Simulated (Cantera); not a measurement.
**Gas-phase reforming**

An isothermal, constant-pressure homogeneous reactor starts with CH₄ : CO₂ : H₂ = 1 : 4.8 : 0.068 (molar parts), at 1573 K and 2800000 Pa.

Detailed kinetics in Cantera: GRI-Mech 3.0 (53 species, 325 reactions). The pressure lies above the range GRI-Mech 3.0 was tuned for (to about 10 atm).

```
t (s)        x CH₄  x CO₂    x H₂      x H    x H₂O₂    x C₂H₆     x HCO
--------  --------  -----  ------  -------  --------  --------  --------
1.00e-5      0.170  0.818  0.0116  1.50e-7    <1e-12   8.46e-6  1.05e-12
3.47e-5      0.170  0.818  0.0117  1.86e-7    <1e-12   6.95e-5  1.07e-11
0.000120     0.170  0.818  0.0118  2.25e-7    <1e-12  0.000272  5.21e-11
0.000416     0.168  0.817  0.0127  3.13e-7    <1e-12  0.000723  1.71e-10
0.00144      0.161  0.811  0.0169  4.52e-7    <1e-12  0.000905  2.84e-10
0.00500      0.140  0.783  0.0281  6.86e-7    <1e-12  0.000613  6.49e-10
0.0173      0.0935  0.692  0.0309  8.30e-7    <1e-12  0.000339   2.47e-9
0.0600      0.0327  0.542  0.0263  1.04e-6  1.11e-12   8.73e-5   7.07e-9
0.208       0.0189  0.440  0.0418  1.58e-6  1.11e-12   3.34e-5   1.61e-8
0.721       0.0150  0.362  0.0633  1.92e-6    <1e-12   1.44e-5   2.50e-8
2.50       0.00440  0.317  0.0808  2.17e-6    <1e-12   9.78e-7   3.13e-8
8.66      0.000126  0.306  0.0859  2.25e-6    <1e-12  7.63e-10   3.31e-8
30.0       2.21e-6  0.306  0.0861  2.27e-6    <1e-12    <1e-12   3.34e-8
```
x: mole fraction; the columns are a selection and need not sum to one.

Equilibrium at this temperature and pressure: CH₄ 2.27e-6, CO₂ 0.306, H₂ 0.0861, H 2.27e-6, H₂O₂ <1e-12, C₂H₆ <1e-12, HCO 3.34e-8 (gas phase only).
